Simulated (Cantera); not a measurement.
A closed system holds: 1 mol SiH2Cl2, 1.2 mol NH3, 16 mol N2, at 1.33 mbar.

Cantera equilibrium calculation (NASA polynomials, part measured and part estimated; ideal gas, pure solids and liquids). Candidate condensed phases: NH4Cl, Si, Si3N4; 28 gas species. Kinetics and transport are ignored.

Over these rows the condensed part is Si3N4(s). Partial pressures as log10 of bar:

```csv
T (K),1000/T (1/K),log p SiCl2,log p N2,log p HCl,log p H2
1073,0.9320,-7.88,-2.97,-3.88,-3.91
1098,0.9107,-7.59,-2.97,-3.88,-3.91
1123,0.8905,-7.30,-2.97,-3.88,-3.91
1148,0.8711,-7.04,-2.97,-3.88,-3.91
1173,0.8525,-6.78,-2.97,-3.88,-3.91
1198,0.8347,?,-2.97,-3.88,-3.91
```

Problem. Fit log p(SiCl2) = a + b·(1000/T) to the five rows, give the apparent enthalpy, and predict the row at 1198 K.

Solution. Means: 1000/T = 0.8914, log p = -7.318. Sxy = -0.054655, Sxx = 0.0039470, so b = -13.85 and a = -7.318 − (-13.85)×0.8914 = 5.03.
Apparent enthalpy: −19.145 × (-13.85) = 265 kJ/mol. With the condensed phases at unit activity, 1/3 Si3N4(s) + 2 HCl(g) = SiCl2(g) + 2/3 N2(g) + H2(g) links this pressure to the main gases: over the six rows their terms move log p by +0.00 in all, so the slope is close to that reaction's ΔH°. The five rows lie within 0.01 of the line.
Prediction at 1198 K: 5.03 + (-13.85)×0.8347 = -6.53. The computed value is -6.54, 0.01 from the line.
